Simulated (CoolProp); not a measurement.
A Linde-Hampson liquefier for carbon monoxide: isothermal reversible compression at 230 K from 1 atm to 20 MPa, throttling to 1 atm, return gas leaving the recuperator 0 K below the feed. Each further row changes one setting.

Model: reference Helmholtz-energy equation of state, Lemmon 2006, in CoolProp. It is a short technical equation, of lower accuracy than the large ones.

| case | liquid yield per pass | compression work (kJ/kg of gas) |
|---|---|---|
| as stated | … | 348 |
| high pressure 40 MPa | … | … |
| warm-end temperature 260 K | … | 401 |
| warm-end gap 5 K | … | 348 |

Task: Some entries are withheld; supply them.

Result: 
- as stated, liquid yield per pass: 0.180
- high pressure 40 MPa, liquid yield per pass: 0.209
- high pressure 40 MPa, compression work (kJ/kg of gas): 399
- warm-end temperature 260 K, liquid yield per pass: 0.128
- warm-end gap 5 K, liquid yield per pass: 0.168
